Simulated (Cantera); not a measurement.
# NO annealing gas

An isothermal, constant-pressure homogeneous reactor starts with NO : N₂ = 1 : 2.2 (molar parts), at 2100 K and 4900 Pa.

Detailed kinetics in Cantera: GRI-Mech 3.0 (53 species, 325 reactions). Radical loss at walls, strong at low pressure, is not modelled.

| t (s) | x NO | x O | x N₂O | x O₂ | x NO₂ | x N₂ |
|---|---|---|---|---|---|---|
| 1.00e-6 | 0.312 | 1.11e-8 | 1.11e-8 | <1e-12 | <1e-12 | 0.688 |
| 4.06e-6 | 0.312 | 4.51e-8 | 4.50e-8 | 3.36e-12 | 4.93e-12 | 0.688 |
| 1.65e-5 | 0.312 | 1.83e-7 | 1.83e-7 | 5.54e-11 | 8.08e-11 | 0.688 |
| 6.69e-5 | 0.312 | 7.47e-7 | 7.37e-7 | 9.18e-10 | 1.31e-9 | 0.688 |
| 0.000271 | 0.312 | 3.08e-6 | 2.92e-6 | 1.53e-8 | 1.96e-8 | 0.688 |
| 0.00110 | 0.312 | 1.34e-5 | 1.08e-5 | 2.66e-7 | 2.38e-7 | 0.688 |
| 0.00447 | 0.312 | 6.57e-5 | 3.10e-5 | 5.27e-6 | 1.86e-6 | 0.688 |
| 0.0182 | 0.312 | 0.000300 | 4.51e-5 | 0.000119 | 8.48e-6 | 0.688 |
| 0.0737 | 0.309 | 0.000609 | 4.10e-5 | 0.00157 | 1.56e-5 | 0.689 |
| 0.299 | 0.293 | 0.000833 | 3.51e-5 | 0.00935 | 2.25e-5 | 0.697 |
| 1.21 | 0.218 | 0.00145 | 1.72e-5 | 0.0462 | 3.33e-5 | 0.734 |
| 4.93 | 0.0471 | 0.00230 | 7.67e-7 | 0.131 | 1.21e-5 | 0.819 |
| 20.0 | 0.00892 | 0.00245 | 1.12e-7 | 0.150 | 2.45e-6 | 0.838 |
x: mole fraction; the columns are a selection and need not sum to one.

Equilibrium at this temperature and pressure: NO 0.00872, O 0.00245, N₂O 1.11e-7, O₂ 0.150, NO₂ 2.40e-6, N₂ 0.838 (gas phase only).
